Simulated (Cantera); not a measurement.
# Hydrogen reduction and annealing atmospheres: PbO + H2

Input: 1 mol PbO, 2.4 mol H2, held at 1975 K.

Equilibrium computed with Cantera from the NASA thermochemical tables; the gas is ideal and each condensed phase is pure. Candidate condensed phases: H2O, Pb, PbO, PbO2, Pb3O4; 12 gas species. Gases not in the tables: (PbO)n polymers. The numbers say what is thermodynamically allowed, not how fast it happens.

```
P (Pa)   log p H2  log p H2O  log p Pb  log p H  log p OH  log p O  log p PbO  log p Pb2  n Pb(l)
-------  --------  ---------  --------  -------  --------  -------  ---------  ---------  -------
10          -4.45      -4.56     -4.55    -5.09     -6.23    -7.00      -7.05     -11.40        0
68          -3.58      -3.71     -3.71    -4.65     -5.81    -7.02      -6.23      -9.71        0
460         -2.73      -2.87     -2.87    -4.23     -5.39    -7.03      -5.40      -8.04        0
3200        -1.88      -2.03     -2.03    -3.81     -4.97    -7.03      -4.56      -6.35        0
22000       -1.04      -1.19     -1.19    -3.39     -4.55    -7.03      -3.72      -4.67        0
150000      -0.21      -0.36     -0.36    -2.97     -4.14    -7.03      -2.89      -3.01        0
1000000      0.73       0.58     -0.11    -2.50     -3.67    -7.03      -2.64      -2.51    0.795
```
log p: log10 of the partial pressure in bar; n: condensed amount in mol.

From 10.0 Pa to 1.50 bar nothing is condensed. At 10.0 bar the condensed part is Pb(l).
